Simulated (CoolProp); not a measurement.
Decamethylcyclopentasiloxane (D5) along the isotherm 620 K: fugacity coefficient from the reference equation and from simpler models built on Tc = 618.3 K, pc = 10.78 bar, ω = 0.631; each cubic takes its own stable root.

Values from CoolProp's reference Helmholtz-energy equation of state, Thol 2019.

| p (bar) | phase | reference |
|---|---|---|
| 0.341 | gas | 0.9889 |
| 0.606 | gas | 0.9802 |
| 1.08 | gas | 0.9648 |
| 1.92 | gas | 0.9378 |
| 3.41 | gas | 0.8902 |
| 6.06 | gas | 0.8067 |
| 19.2 | supercritical | 0.4191 |
| 34.1 | supercritical | 0.2868 |
| 60.6 | supercritical | 0.2219 |
| 108 | supercritical | 0.2113 |

Problem. How far does each simpler model (van der Waals, Redlich-Kwong, Soave-Redlich-Kwong, Peng-Robinson) lie from the reference over these 10 states: mean and median of the absolute difference, and the worst?

Solution. 
- van der Waals: mean 16.5 %, median 2.7 %, worst +76.9 % at 620 K and 108 bar
- Redlich-Kwong: mean 5.0 %, median 0.8 %, worst +19.1 % at 620 K and 108 bar
- Soave-Redlich-Kwong: mean 5.3 %, median 0.9 %, worst +19.9 % at 620 K and 108 bar
- Peng-Robinson: mean 0.9 %, median 0.8 %, worst +2.6 % at 620 K and 60.6 bar
